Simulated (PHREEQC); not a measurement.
A made-up water analysis in mmol/kgw, 25 °C, pH 3.21:

```
constituent  mmol/kgw
-----------  --------
Na               64.1
K                3.15
Ca               1.49
Mg               8.55
Cl               6.77
S(6)             40.7
Si              0.735
```

Valence states are taken as typed.

Computed with PHREEQC (Pitzer model, pitzer.dat).

Each row changes one thing in this solution. Precipitation was switched off in this run.

```csv
case,HSO4- (mol/kgw),H3SiO4- (mol/kgw),SI of SiO2(a) (SiO2),SI of Gypsum (CaSO4:2H2O)
as made,0.000878,2.53e-10,-0.47,-0.88
all concentrations times 2 at the same typed pH,[?],5.73e-10,-0.16,-0.55
Na from 64.1 to 32 mmol/kgw,0.000914,[?],-0.47,-0.84
temperature from 25 to 20 °C at the same typed pH,0.000770,[?],[?],-0.87
```

Fill in the missing entries.


- all concentrations times 2 at the same typed pH, HSO4- (mol/kgw): 0.00135
- Na from 64.1 to 32 mmol/kgw, H3SiO4- (mol/kgw): 2.45e-10
- temperature from 25 to 20 °C at the same typed pH, H3SiO4- (mol/kgw): 2.11e-10
- temperature from 25 to 20 °C at the same typed pH, SI of SiO2(a) (SiO2): -0.42
